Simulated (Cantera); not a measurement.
Charge: 1 mol CH₃SiCl₃, 0.14 mol C₂H₄, 39 mol H₂, at 1877 °C and 10.0 Torr.

Equilibrium computed with Cantera from the NASA thermochemical tables; the gas is ideal and each condensed phase is pure. Candidate condensed phases: C, C₆H₆, C₇H₈, C₈H₁₈, Si, SiC; 109 gas species. The feed counts by its element totals alone. The tables' values for SiCl are old estimates; treat these amounts as uncertain. Gases not in the tables: Si₂H₆ and higher silanes. Equilibrium is a limit: real reactors are often held back by kinetics, nucleation or transport.

Base state: H₂ 0.893, HCl 0.0657, H 0.0345, Cl 0.00186, C₂H₂ (acetylene) 0.00173, Si 0.00155, SiCl₂ 0.000900, SiCl 0.000188 (mole fractions); condensed: C(graphite) + SiC(s).

### Question
What changes in the equilibrium state with this change: pressure from 10.0 Torr to 750 Torr?

### Answer
```csv
species,before,after
H₂,0.893,0.924
HCl,0.0657,0.0686
H,0.0345,0.00405
SiCl₂,0.000900,0.000951
CH₄,3.12e-6,0.000251
Si₂C,7.61e-5,1.01e-6
Si,0.00155,2.06e-5
"C(graphite), mol",0.246,0.160
"SiC(s), mol",0.870,0.956
```

### Question
What changes in the equilibrium state with this change: CH₃SiCl₃ replaced by SiH₄?

### Answer
| species | before | after |
|---|---|---|
| H₂ | 0.893 | 0.948 |
| H | 0.0345 | 0.0356 |
| Si | 0.00155 | 0.0147 |
| HCl | 0.0657 | 0 |
| Cl | 0.00186 | 0 |
| SiCl₂ | 0.000900 | 0 |
| C(graphite), mol | 0.246 | 0 |
| SiC(s), mol | 0.870 | 0.246 |
